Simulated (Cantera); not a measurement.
An isothermal, constant-pressure homogeneous reactor starts with H₂ : O₂ = 0.0083 : 1 (molar parts), equivalence ratio 0.0042, at 1050 K and 0.0267 bar.

Model: the H2/O2 subset of GRI-Mech 3.0, which has no nitrogen chemistry, integrated in Cantera. Radical loss at walls, strong at low pressure, is not modelled.

x: mole fraction; the columns are a selection and need not sum to one.

```json
[
 {"t (s)": "2.00e-5", "x H₂": "0.00823", "x O₂": "0.992", "x O": "2.17e-12", "x H": "9.50e-12", "x H₂O": "<1e-12", "x H₂O₂": "<1e-12", "x OH": "2.13e-12"},
 {"t (s)": "5.49e-5", "x H₂": "0.00823", "x O₂": "0.992", "x O": "1.32e-11", "x H": "1.95e-11", "x H₂O": "<1e-12", "x H₂O₂": "<1e-12", "x OH": "1.26e-11"},
 {"t (s)": "0.000151", "x H₂": "0.00823", "x O₂": "0.992", "x O": "6.65e-11", "x H": "3.36e-11", "x H₂O": "1.35e-11", "x H₂O₂": "<1e-12", "x OH": "5.84e-11"},
 {"t (s)": "0.000413", "x H₂": "0.00823", "x O₂": "0.992", "x O": "3.20e-10", "x H": "7.04e-11", "x H₂O": "1.55e-10", "x H₂O₂": "<1e-12", "x OH": "2.36e-10"},
 {"t (s)": "0.00113", "x H₂": "0.00823", "x O₂": "0.992", "x O": "?", "x H": "3.34e-10", "x H₂O": "?", "x H₂O₂": "<1e-12", "x OH": "?"},
 {"t (s)": "0.00311", "x H₂": "0.00823", "x O₂": "0.992", "x O": "1.28e-7", "x H": "1.57e-8", "x H₂O": "1.45e-7", "x H₂O₂": "1.28e-12", "x OH": "7.41e-8"},
 {"t (s)": "0.00854", "x H₂": "0.00528", "x O₂": "0.989", "x O": "0.00185", "x H": "0.000355", "x H₂O": "0.00237", "x H₂O₂": "1.63e-7", "x OH": "0.000796"},
 {"t (s)": "0.0234", "x H₂": "2.82e-5", "x O₂": "0.988", "x O": "0.00342", "x H": "0.000167", "x H₂O": "0.00799", "x H₂O₂": "3.46e-8", "x OH": "0.000289"},
 {"t (s)": "0.0643", "x H₂": "8.54e-6", "x O₂": "0.990", "x O": "0.00124", "x H": "3.47e-5", "x H₂O": "0.00815", "x H₂O₂": "2.98e-8", "x OH": "0.000167"},
 {"t (s)": "0.176", "x H₂": "1.84e-6", "x O₂": "0.991", "x O": "0.000282", "x H": "3.75e-6", "x H₂O": "0.00822", "x H₂O₂": "2.41e-8", "x OH": "7.91e-5"},
 {"t (s)": "0.484", "x H₂": "3.00e-7", "x O₂": "0.992", "x O": "4.94e-5", "x H": "2.76e-7", "x H₂O": "0.00825", "x H₂O₂": "1.45e-8", "x OH": "3.33e-5"},
 {"t (s)": "1.33", "x H₂": "?", "x O₂": "0.992", "x O": "?", "x H": "?", "x H₂O": "0.00826", "x H₂O₂": "?", "x OH": "?"},
 {"t (s)": "3.64", "x H₂": "8.62e-9", "x O₂": "0.992", "x O": "1.65e-6", "x H": "1.70e-9", "x H₂O": "0.00826", "x H₂O₂": "1.82e-9", "x OH": "6.16e-6"},
 {"t (s)": "10.0", "x H₂": "1.91e-9", "x O₂": "0.992", "x O": "3.89e-7", "x H": "1.96e-10", "x H₂O": "0.00826", "x H₂O₂": "5.31e-10", "x OH": "3.00e-6"}
]
```

### Question
Fill in the missing entries.

### Answer

- 0.00113, x O: 2.43e-9
- 0.00113, x H₂O: 2.15e-9
- 0.00113, x OH: 1.48e-9
- 1.33, x H₂: 4.74e-8
- 1.33, x O: 8.43e-6
- 1.33, x H: 1.96e-8
- 1.33, x H₂O₂: 5.91e-9
- 1.33, x OH: 1.39e-5
